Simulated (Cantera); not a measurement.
A perfectly stirred reactor is fed with C3H8 : H2 = 1 : 5.4 (molar parts), at 143 Torr; it is held at 1550 K, and followed from long to short residence time.

Cantera simulation using GRI-Mech 3.0 (53 species, 325 reactions); the numbers are that mechanism's predictions, not measurements. GRI-Mech 3.0 was tuned for natural gas; its chemistry of propane as a main component is partial and can be far from experiment. GRI-Mech 3.0 stops at C3 and has no aromatics, soot or wall deposition, so with more carbon than oxygen in the feed, carbon stays in small species such as C2H2 where larger ones or solid carbon would form.

Task: What does this change do: temperature 1550 to 1125 K?

Result: 
| quantity | before | after |
|---|---|---|
| x(C3H8) at τ = 6.60 s | 3.62e-6 | 0.00179 |
| x(H2) at τ = 6.60 s | 0.811 | 0.710 |
| x(C2H4) at τ = 6.60 s | 0.00396 | 0.0988 |
| x(H) at τ = 6.60 s | 7.64e-5 | 1.53e-6 |
| x(CH2) at τ = 6.60 s | 6.76e-9 | 7.12e-12 |
| x(C3H8) at τ = 81.0 ms | 0.000184 | 0.0445 |
| x(H2) at τ = 81.0 ms | 0.781 | 0.762 |
| x(C2H4) at τ = 81.0 ms | 0.00844 | 0.0925 |
| x(H) at τ = 81.0 ms | 0.000194 | 3.62e-6 |
| x(CH2) at τ = 81.0 ms | 8.34e-8 | 1.46e-10 |

Task: What does this change do: pressure from 143 Torr to 20.0 Torr?

Result: 
```tsv
quantity	before	after
x(C3H8) at τ = 6.60 s	3.62e-6	9.14e-6
x(H2) at τ = 6.60 s	0.811	0.816
x(C2H4) at τ = 6.60 s	0.00396	0.000878
x(H) at τ = 6.60 s	7.64e-5	0.000285
x(CH2) at τ = 6.60 s	6.76e-9	7.03e-8
x(C3H8) at τ = 81.0 ms	0.000184	0.000447
x(H2) at τ = 81.0 ms	0.781	0.775
x(C2H4) at τ = 81.0 ms	0.00844	0.00969
x(H) at τ = 81.0 ms	0.000194	0.000655
x(CH2) at τ = 81.0 ms	8.34e-8	7.48e-7
```
Radical loss at walls, strong at low pressure, is not modelled.

Task: What does this change do: C3H8 1 to 3.3 parts?

Result: 
```csv
quantity,before,after
x(C3H8) at τ = 6.60 s,3.62e-6,6.34e-6
x(H2) at τ = 6.60 s,0.811,0.692
x(C2H4) at τ = 6.60 s,0.00396,0.00601
x(H) at τ = 6.60 s,7.64e-5,7.29e-5
x(CH2) at τ = 6.60 s,6.76e-9,9.85e-9
x(C3H8) at τ = 81.0 ms,0.000184,0.000344
x(H2) at τ = 81.0 ms,0.781,0.636
x(C2H4) at τ = 81.0 ms,0.00844,0.0146
x(H) at τ = 81.0 ms,0.000194,0.000175
x(CH2) at τ = 81.0 ms,8.34e-8,1.30e-7
```
